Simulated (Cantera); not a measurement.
**Abatement and gas-phase synthesis: NF3 + SO2 + H2**

Feed: 1 mol NF3, a varied amount of SO2, 3.8 mol H2, at 3125 °C and 1.50 mbar.

Equilibrium computed with Cantera from the NASA thermochemical tables; the gas is ideal and each condensed phase is pure. Candidate condensed phases: H2O, H2SO4, S; 62 gas species. Kinetics and transport are ignored.

```csv
n(SO2) (mol),log p H,log p F,log p O,log p HF,log p N2,log p S,log p H2
0.039,-3.01,-3.50,-4.95,-3.92,-4.14,-5.25,-5.36
0.084,-3.02,-3.51,-4.63,-3.93,-4.15,-4.92,-5.37
0.13,-3.02,-3.51,-4.44,-3.94,-4.16,-4.74,-5.38
0.17,-3.03,-3.52,-4.33,-3.95,-4.16,-4.63,-5.39
0.22,-3.03,-3.52,-4.22,-3.96,-4.17,-4.52,-5.40
0.26,-3.04,-3.52,-4.16,-3.97,-4.17,-4.45,-5.41
0.31,-3.04,-3.53,-4.09,-3.98,-4.18,-4.38,-5.42
0.35,-3.05,-3.53,-4.04,-3.99,-4.18,-4.34,-5.43
0.4,-3.05,-3.54,-3.99,-4.00,-4.19,-4.29,-5.44
0.44,-3.06,-3.54,-3.95,-4.00,-4.20,-4.25,-5.45
0.49,-3.06,-3.54,-3.91,-4.01,-4.20,-4.21,-5.46
0.53,-3.07,-3.55,-3.88,-4.02,-4.21,-4.18,-5.47
```
log p: log10 of the partial pressure in bar; nothing condenses.

From 0.039 mol SO2 to 0.53 mol SO2 nothing is condensed.
